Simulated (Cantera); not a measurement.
Charge: 1 mol HBr, 0.019 mol O₂, equilibrated at 1700 K and 280000 Pa.

These are equilibrium values from Cantera (NASA tables, ideal gas, pure condensed phases), not measurements of a reactor. Candidate condensed phases: Br₂, H₂O; 12 gas species. Equilibrium is a limit: real reactors are often held back by kinetics, nucleation or transport.

Base state: HBr 0.888, Br 0.0553, H₂O 0.0369, Br₂ 0.0146, H₂ 0.00530 (mole fractions); condensed: gas only.

Question: What changes in the equilibrium state with this change: temperature from 1700 K to 1448 K?

Answer: 
| species | before | after |
|---|---|---|
| HBr | 0.888 | 0.912 |
| H₂O | 0.0369 | 0.0376 |
| Br₂ | 0.0146 | 0.0273 |
| Br | 0.0553 | 0.0222 |
| H₂ | 0.00530 | 0.000780 |
